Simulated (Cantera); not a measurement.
Cantera run:

```python
import numpy as np
import cantera as ct

gas_names = """
    F FO FO2 F2 F2O Mg MgF MgF2 MgO Mg2 Mg2F4 O O2 O3
""".split()
cond_names = """
    Mg(cr) Mg(L) MgF2(s) MgF2(L) MgO(s) MgO(L)
""".split()


# ... load() reads the species with a 1 bar reference pressure and builds the phases ...
atoms = {
    'MgO': {'Mg': 1, 'O': 1},
    'F2': {'F': 2},
}
top_T = {}  # K; cautious upper limits of use, not melting points


# ... equilibrate(T, P, feed) seeds the gas with the atoms and calls Mixture.equilibrate('TP', solver="vcs", rtol=1e-11, max_steps=5000) ...
results = []
feed = {'MgO': 1, 'F2': 1.8}  # mol
P = 133.322  # Pa
for T in [923, 998, 1073, 1148, 1223, 1298, 1373, 1448, 1523, 1598, 1673, 1748, 1823]:
    mix = equilibrate(T, P, feed)
    results.append((T, P, feed, dict(zip(mix.species_names, mix.species_moles))))
    x = sorted(zip(gas.X, gas.species_names), reverse=True)
    print(f"T = {T:g} K  P = {P:g} Pa  gas = {mix.phase_moles(0):.4g} mol")
    print("   x: " + "  ".join(f"{s} {v:.3e}" for v, s in x if v > 1e-06))
    print("   condensed (mol): " + ("  ".join(f"{mix.phase(i).name} {mix.phase_moles(i):.4g}"
          for i in range(1, mix.n_phases) if mix.phase_moles(i) > 1e-12) or "none"))
```

Result:

```
T = 923 K  P = 133.322 Pa  gas = 1.757 mol
   x: F 5.201e-01  O2 2.846e-01  F2 1.953e-01  FO2 3.122e-06
   condensed (mol): MgF2(s) 1
T = 998 K  P = 133.322 Pa  gas = 1.969 mol
   x: F 6.795e-01  O2 2.539e-01  F2 6.653e-02  FO2 1.854e-06  FO 1.268e-06
   condensed (mol): MgF2(s) 1
T = 1073 K  P = 133.322 Pa  gas = 2.06 mol
   x: F 7.377e-01  O2 2.427e-01  F2 1.953e-02  FO 1.687e-06  FO2 1.076e-06
   condensed (mol): MgF2(s) 1
T = 1148 K  P = 133.322 Pa  gas = 2.087 mol
   x: F 7.544e-01  O2 2.395e-01  F2 6.084e-03  MgF2 4.051e-06  FO 2.083e-06
   condensed (mol): MgF2(s) 1
T = 1223 K  P = 133.322 Pa  gas = 2.096 mol
   x: F 7.592e-01  O2 2.386e-01  F2 2.125e-03  MgF2 4.614e-05  FO 2.481e-06
   condensed (mol): MgF2(s) 0.9999
T = 1298 K  P = 133.322 Pa  gas = 2.099 mol
   x: F 7.606e-01  O2 2.382e-01  F2 8.299e-04  MgF2 3.925e-04  FO 2.885e-06  O 2.281e-06
   condensed (mol): MgF2(s) 0.9992
T = 1373 K  P = 133.322 Pa  gas = 2.105 mol
   x: F 7.595e-01  O2 2.376e-01  MgF2 2.618e-03  F2 3.564e-04  O 8.227e-06  FO 3.286e-06
   condensed (mol): MgF2(s) 0.9945
T = 1448 K  P = 133.322 Pa  gas = 2.13 mol
   x: F 7.509e-01  O2 2.347e-01  MgF2 1.422e-02  F2 1.635e-04  O 2.588e-05  FO 3.636e-06  Mg2F4 2.556e-06
   condensed (mol): MgF2(s) 0.9697
T = 1523 K  P = 133.322 Pa  gas = 2.246 mol
   x: F 7.123e-01  O2 2.226e-01  MgF2 6.487e-02  F2 7.435e-05  O 7.128e-05  Mg2F4 1.946e-05  FO 3.737e-06
   condensed (mol): MgF2(s) 0.8542
T = 1598 K  P = 133.322 Pa  gas = 2.669 mol
   x: F 5.995e-01  MgF2 2.129e-01  O2 1.873e-01  O 1.678e-04  Mg2F4 8.467e-05  F2 2.833e-05  FO 3.175e-06
   condensed (mol): MgF2(L) 0.4313
T = 1673 K  P = 133.322 Pa  gas = 3.1 mol
   x: F 5.161e-01  MgF2 3.224e-01  O2 1.611e-01  O 3.674e-04  Mg2F4 8.539e-05  F2 1.193e-05  FO 2.765e-06
   condensed (mol): none
T = 1748 K  P = 133.322 Pa  gas = 3.101 mol
   x: F 5.159e-01  MgF2 3.224e-01  O2 1.608e-01  O 8.053e-04  Mg2F4 4.046e-05  F2 7.107e-06  FO 2.990e-06
   condensed (mol): none
T = 1823 K  P = 133.322 Pa  gas = 3.102 mol
   x: F 5.157e-01  MgF2 3.223e-01  O2 1.603e-01  O 1.654e-03  Mg2F4 2.045e-05  F2 4.413e-06  FO 3.207e-06
   condensed (mol): none
```

These are equilibrium values from Cantera (NASA tables, ideal gas, pure condensed phases), not measurements of a reactor.
